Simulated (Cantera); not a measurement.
A perfectly stirred reactor is fed with CH₄ : C₂H₆ : C₃H₈ : O₂ : N₂ : H₂ = 1 : 0.16 : 0.24 : 6.84 : 25.7 : 0.18 (molar parts), equivalence ratio 0.56, at 420 Torr; it is adiabatic with a 773 K inlet, and is followed from long to short residence time, starting on the burning branch (τ in s: 0.043, 0.019, 0.0084, 0.0037, 0.0017, 0.00074, 0.00033, 0.00015, 6.4e-05, 2.9e-05, 1.3e-05, 5.6e-06).

Computed with Cantera and GRI-Mech 3.0 (53 species, 325 reactions). GRI-Mech 3.0 was tuned for natural gas; its chemistry of propane as a main component is partial and can be far from experiment.

x: mole fraction; the columns are a selection and need not sum to one.

```json
[
 {"τ (s)": "0.043", "T (K)": "1970", "x CH₄": "5.29e-6", "x C₂H₆": "1.79e-7", "x C₃H₈": "2.68e-7", "x CH₂CO": "7.83e-7", "x HCN": "1.21e-8"},
 {"τ (s)": "0.019", "T (K)": "1954", "x CH₄": "8.98e-6", "x C₂H₆": "3.27e-7", "x C₃H₈": "4.84e-7", "x CH₂CO": "1.39e-6", "x HCN": "1.26e-8"},
 {"τ (s)": "0.0084", "T (K)": "1931", "x CH₄": "1.54e-5", "x C₂H₆": "5.90e-7", "x C₃H₈": "8.55e-7", "x CH₂CO": "2.33e-6", "x HCN": "…"},
 {"τ (s)": "0.0037", "T (K)": "1898", "x CH₄": "2.71e-5", "x C₂H₆": "1.07e-6", "x C₃H₈": "1.52e-6", "x CH₂CO": "3.76e-6", "x HCN": "…"},
 {"τ (s)": "0.0017", "T (K)": "1857", "x CH₄": "4.85e-5", "x C₂H₆": "1.95e-6", "x C₃H₈": "2.68e-6", "x CH₂CO": "5.83e-6", "x HCN": "…"},
 {"τ (s)": "0.00074", "T (K)": "1803", "x CH₄": "9.74e-5", "x C₂H₆": "3.91e-6", "x C₃H₈": "5.23e-6", "x CH₂CO": "9.54e-6", "x HCN": "…"},
 {"τ (s)": "0.00033", "T (K)": "1739", "x CH₄": "0.000215", "x C₂H₆": "8.55e-6", "x C₃H₈": "1.12e-5", "x CH₂CO": "1.68e-5", "x HCN": "…"},
 {"τ (s)": "0.00015", "T (K)": "1663", "x CH₄": "0.000575", "x C₂H₆": "2.28e-5", "x C₃H₈": "2.97e-5", "x CH₂CO": "3.64e-5", "x HCN": "…"},
 {"τ (s)": "6.4e-5", "T (K)": "773", "x CH₄": "0.0293", "x C₂H₆": "0.00469", "x C₃H₈": "0.00703", "x CH₂CO": "<1e-12", "x HCN": "<1e-12"},
 {"τ (s)": "2.9e-5", "T (K)": "773", "x CH₄": "0.0293", "x C₂H₆": "0.00469", "x C₃H₈": "0.00703", "x CH₂CO": "<1e-12", "x HCN": "<1e-12"},
 {"τ (s)": "1.3e-5", "T (K)": "773", "x CH₄": "0.0293", "x C₂H₆": "0.00469", "x C₃H₈": "0.00703", "x CH₂CO": "<1e-12", "x HCN": "<1e-12"},
 {"τ (s)": "5.6e-6", "T (K)": "773", "x CH₄": "0.0293", "x C₂H₆": "0.00469", "x C₃H₈": "0.00703", "x CH₂CO": "<1e-12", "x HCN": "<1e-12"}
]
```

Problem. Fill in the missing entries.

Solution. 
- 0.0084, x HCN: 1.46e-8
- 0.0037, x HCN: 1.94e-8
- 0.0017, x HCN: 2.82e-8
- 0.00074, x HCN: 4.52e-8
- 0.00033, x HCN: 7.64e-8
- 0.00015, x HCN: 1.46e-7
